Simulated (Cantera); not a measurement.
An isothermal, constant-pressure homogeneous reactor starts with 2.08 % CH4, 97.9 % N2, at 1798 K and 0.190 bar.

Cantera simulation using GRI-Mech 3.0 (53 species, 325 reactions); the numbers are that mechanism's predictions, not measurements. GRI-Mech 3.0 stops at C3 and has no aromatics, soot or wall deposition, so with more carbon than oxygen in the feed, carbon stays in small species such as C2H2 where larger ones or solid carbon would form.

x: mole fraction; the columns are a selection and need not sum to one.

```json
[
 {"t (s)": "2.00e-5", "x CH4": "0.0208", "x C2H2": "<1e-12", "x H2": "2.26e-6", "x C2H": "<1e-12", "x C2H4": "1.15e-10"},
 {"t (s)": "5.44e-5", "x CH4": "0.0208", "x C2H2": "1.18e-11", "x H2": "7.81e-6", "x C2H": "<1e-12", "x C2H4": "3.84e-9"},
 {"t (s)": "0.000148", "x CH4": "0.0208", "x C2H2": "8.52e-10", "x H2": "2.32e-5", "x C2H": "<1e-12", "x C2H4": "9.52e-8"},
 {"t (s)": "0.000403", "x CH4": "0.0207", "x C2H2": "5.23e-8", "x H2": "6.83e-5", "x C2H": "1.32e-12", "x C2H4": "2.03e-6"},
 {"t (s)": "0.00110", "x CH4": "0.0204", "x C2H2": "…", "x H2": "…", "x C2H": "1.85e-10", "x C2H4": "…"},
 {"t (s)": "0.00299", "x CH4": "…", "x C2H2": "…", "x H2": "…", "x C2H": "…", "x C2H4": "…"},
 {"t (s)": "0.00813", "x CH4": "0.0112", "x C2H2": "0.00339", "x H2": "0.0124", "x C2H": "1.19e-7", "x C2H4": "0.000952"},
 {"t (s)": "0.0221", "x CH4": "0.00465", "x C2H2": "0.00764", "x H2": "0.0233", "x C2H": "2.37e-7", "x C2H4": "0.000128"},
 {"t (s)": "0.0602", "x CH4": "0.00148", "x C2H2": "0.00940", "x H2": "0.0283", "x C2H": "3.23e-7", "x C2H4": "1.50e-5"},
 {"t (s)": "0.164", "x CH4": "0.000419", "x C2H2": "0.00997", "x H2": "0.0299", "x C2H": "3.78e-7", "x C2H4": "2.59e-6"},
 {"t (s)": "0.446", "x CH4": "0.000126", "x C2H2": "0.0101", "x H2": "0.0303", "x C2H": "4.00e-7", "x C2H4": "1.49e-6"},
 {"t (s)": "1.21", "x CH4": "3.97e-5", "x C2H2": "0.0102", "x H2": "0.0305", "x C2H": "4.08e-7", "x C2H4": "1.40e-6"},
 {"t (s)": "3.31", "x CH4": "1.24e-5", "x C2H2": "0.0102", "x H2": "0.0305", "x C2H": "4.10e-7", "x C2H4": "1.39e-6"},
 {"t (s)": "9.00", "x CH4": "4.54e-6", "x C2H2": "0.0102", "x H2": "0.0305", "x C2H": "4.11e-7", "x C2H4": "1.39e-6"}
]
```

**Question.** Complete the blanks.

**Answer.** 
- 0.00110, x C2H2: 3.04e-6
- 0.00110, x H2: 0.000260
- 0.00110, x C2H4: 3.91e-5
- 0.00299, x CH4: 0.0186
- 0.00299, x C2H2: 0.000170
- 0.00299, x H2: 0.00198
- 0.00299, x C2H: 9.55e-9
- 0.00299, x C2H4: 0.000536
